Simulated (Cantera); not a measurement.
Charge: 1 mol C2H5OH, 0.022 mol O2, 0.22 mol N2, equilibrated at 2598.15 K and 0.0133 bar.

Method: chemical equilibrium by Gibbs-energy minimisation in Cantera with the NASA 1993 tables (ideal gas, pure condensed phases). Candidate condensed phases: C, C6H6, C7H8, C8H18, H2O; 136 gas species. Kinetics and transport are ignored.

Base state: H2 0.491, H 0.231, CO 0.216, N2 0.0384, HCN 0.0123, C2H2 (acetylene) 0.00791, HNC 0.00161, CN 0.000383 (mole fractions); condensed: C(graphite).

Task: What changes in the equilibrium state with this change: temperature from 2598.15 K to 2973 K?

Result: 
| species | before | after |
|---|---|---|
| H | 0.231 | 0.552 |
| H2 | 0.491 | 0.192 |
| CO | 0.216 | 0.171 |
| C3 | 0.000162 | 0.0175 |
| N2 | 0.0384 | 0.0260 |
| C2H2 (acetylene) | 0.00791 | 0.0111 |
| HCN | 0.0123 | 0.0135 |
| C5 | 7.26e-7 | 0.000295 |
| C4 | 1.47e-7 | 5.47e-5 |
| C2 | 1.52e-5 | 0.00177 |
| C | 4.57e-5 | 0.00293 |
| C(graphite), mol | 0.804 | 0.256 |

Task: What changes in the equilibrium state with this change: pressure from 0.0133 bar to 0.100 bar?

Result: 
```
species             before    after
----------------  --------  -------
H2                   0.491    0.606
CO                   0.216    0.233
H                    0.231   0.0938
HCN                 0.0123   0.0141
N2                  0.0384   0.0411
C2                 1.52e-5  2.02e-6
C3                0.000162  2.16e-5
C(graphite), mol     0.804    0.794
```
